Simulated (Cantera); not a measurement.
An adiabatic, constant-pressure homogeneous reactor starts with H2 : O2 : N2 = 1 : 0.455 : 1.71 (molar parts), equivalence ratio 1.1, at 1023 K and 7500 Torr. Integrator tolerance rtol = 1e-08.

Detailed kinetics in Cantera: GRI-Mech 3.0 (53 species, 325 reactions). The hydrogen kinetics of GRI-Mech 3.0 are dated; newer H2 mechanisms differ, most at raised pressure.

Q: What does this change do: pressure from 7500 Torr to 750 Torr?

A: 
```csv
quantity,before,after
time of steepest temperature rise,4.92 ms,0.207 ms
temperature at 0.100 s,2855 K,2709 K
equilibrium temperature,2855 K,2709 K
x(H2) at 0.100 s,0.0473 (gas-phase equilibrium 0.0473),0.0552 (gas-phase equilibrium 0.0552)
x(O2) at 0.100 s,0.00304 (gas-phase equilibrium 0.00304),0.00629 (gas-phase equilibrium 0.00629)
x(H2O2) at 0.100 s,7.34e-7 (gas-phase equilibrium 7.34e-7),2.43e-7 (gas-phase equilibrium 2.43e-7)
x(O) at 0.100 s,0.00118 (gas-phase equilibrium 0.00118),0.00299 (gas-phase equilibrium 0.00299)
x(HO2) at 0.100 s,4.17e-6 (gas-phase equilibrium 4.17e-6),2.88e-6 (gas-phase equilibrium 2.88e-6)
x(H2O) at 0.100 s,0.306 (gas-phase equilibrium 0.306),0.287 (gas-phase equilibrium 0.287)
x(NO) at 0.100 s,0.00424 (gas-phase equilibrium 0.00424),0.00493 (gas-phase equilibrium 0.00493)
```

Q: What does this change do: 0.052 parts H2O added?

A: 
```
quantity                                                            before                                    after
---------------------------------  ---------------------------------------  ---------------------------------------
time of steepest temperature rise                                  4.92 ms                                  5.17 ms
temperature at 0.100 s                                              2855 K                                   2826 K
equilibrium temperature                                             2855 K                                   2826 K
x(H2) at 0.100 s                     0.0473 (gas-phase equilibrium 0.0473)    0.0459 (gas-phase equilibrium 0.0459)
x(O2) at 0.100 s                   0.00304 (gas-phase equilibrium 0.00304)  0.00287 (gas-phase equilibrium 0.00287)
x(H2O2) at 0.100 s                 7.34e-7 (gas-phase equilibrium 7.34e-7)  7.12e-7 (gas-phase equilibrium 7.12e-7)
x(O) at 0.100 s                    0.00118 (gas-phase equilibrium 0.00118)  0.00103 (gas-phase equilibrium 0.00103)
x(HO2) at 0.100 s                  4.17e-6 (gas-phase equilibrium 4.17e-6)  3.85e-6 (gas-phase equilibrium 3.85e-6)
x(H2O) at 0.100 s                      0.306 (gas-phase equilibrium 0.306)      0.320 (gas-phase equilibrium 0.320)
x(NO) at 0.100 s                   0.00424 (gas-phase equilibrium 0.00424)  0.00393 (gas-phase equilibrium 0.00393)
```

Q: What does this change do: constant volume in place of constant pressure?

A: 
```csv
quantity,before,after
time of steepest temperature rise,4.92 ms,4.56 ms
temperature at 0.100 s,2855 K,3120 K
equilibrium temperature,2855 K,3120 K
x(H2) at 0.100 s,0.0473 (gas-phase equilibrium 0.0473),0.0553 (gas-phase equilibrium 0.0553)
x(O2) at 0.100 s,0.00304 (gas-phase equilibrium 0.00304),0.00451 (gas-phase equilibrium 0.00451)
x(H2O2) at 0.100 s,7.34e-7 (gas-phase equilibrium 7.34e-7),2.07e-6 (gas-phase equilibrium 2.07e-6)
x(O) at 0.100 s,0.00118 (gas-phase equilibrium 0.00118),0.00219 (gas-phase equilibrium 0.00219)
x(HO2) at 0.100 s,4.17e-6 (gas-phase equilibrium 4.17e-6),1.13e-5 (gas-phase equilibrium 1.13e-5)
x(H2O) at 0.100 s,0.306 (gas-phase equilibrium 0.306),0.289 (gas-phase equilibrium 0.289)
x(NO) at 0.100 s,0.00424 (gas-phase equilibrium 0.00424),0.00711 (gas-phase equilibrium 0.00711)
```
Above 3000 K some thermodynamic fits are extrapolated.
